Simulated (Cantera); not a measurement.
Cantera run, input and output.

```python
import numpy as np
import cantera as ct

gas = ct.Solution("gri30.yaml")
gas.TPX = 775, 160000, {'CH4': 1, 'H2': 0.75, 'O2': 1.4, 'N2': 5.25}
inlet = ct.Reservoir(gas, clone=True)
gas.equilibrate("HP")  # start burning
reactor = ct.IdealGasConstPressureReactor(gas, energy="on", clone=False)
exhaust = ct.Reservoir(gas, clone=True)
tau = [0.14, 0.053, 0.021, 0.0081, 0.0031, 0.0012, 0.00048, 0.00019, 7.3e-05, 2.9e-05, 1.1e-05, 4.4e-06][0]
for a, b in ((inlet, reactor), (reactor, exhaust)):
    ct.MassFlowController(a, b, mdot=lambda t: reactor.mass / tau)
net = ct.ReactorNet([reactor])
show = ['CH4', 'H2', 'O2', 'CO', 'HCO', 'CH2CO']

rows = []
print(f"{'tau/s':>10s}{'T/K':>9s}" + "".join(f"{s:>11s}" for s in show))
for tau in [0.14, 0.053, 0.021, 0.0081, 0.0031, 0.0012, 0.00048, 0.00019, 7.3e-05, 2.9e-05, 1.1e-05, 4.4e-06]:
    net.initial_time = 0.0
    net.advance(30 * tau)
    before = gas.X
    net.advance(40 * tau)
    drift = np.max(np.abs(gas.X - before) / (gas.X + 1e-9))
    rows.append([gas.T, *gas[show].X, drift])
    print(f"{tau:10.3e}{gas.T:9.1f}" + "".join(f"{x:11.3e}" for x in gas[show].X))
```

It prints:

```
     tau/s      T/K        CH4         H2         O2         CO        HCO      CH2CO
 1.400e-01   2192.1  9.460e-05  1.276e-01  2.383e-05  8.778e-02  8.084e-08  7.493e-08
 5.300e-02   2190.9  2.030e-04  1.272e-01  5.555e-05  8.760e-02  1.156e-07  2.192e-07
 2.100e-02   2189.7  4.058e-04  1.264e-01  1.266e-04  8.723e-02  1.899e-07  6.530e-07
 8.100e-03   2188.1  7.691e-04  1.247e-01  2.940e-04  8.644e-02  3.632e-07  1.999e-06
 3.100e-03   2184.5  1.312e-03  1.219e-01  6.696e-04  8.504e-02  7.601e-07  5.510e-06
 1.200e-03   2175.8  2.024e-03  1.182e-01  1.466e-03  8.314e-02  1.642e-06  1.286e-05
 4.800e-04   2157.5  2.996e-03  1.140e-01  3.106e-03  8.103e-02  3.506e-06  2.617e-05
 1.900e-04   2116.4  4.837e-03  1.093e-01  7.002e-03  7.855e-02  7.611e-06  5.358e-05
 7.300e-05    775.0  1.190e-01  8.929e-02  1.667e-01  1.418e-15  2.506e-26  1.598e-17
 2.900e-05    775.0  1.190e-01  8.929e-02  1.667e-01  6.593e-22  4.042e-27  7.353e-24
 1.100e-05    775.0  1.190e-01  8.929e-02  1.667e-01  7.439e-25  6.151e-28  2.560e-27
 4.400e-06    775.0  1.190e-01  8.929e-02  1.667e-01  3.937e-26  9.710e-29 -8.243e-33
```

Cantera simulation using GRI-Mech 3.0 (53 species, 325 reactions); the numbers are that mechanism's predictions, not measurements.
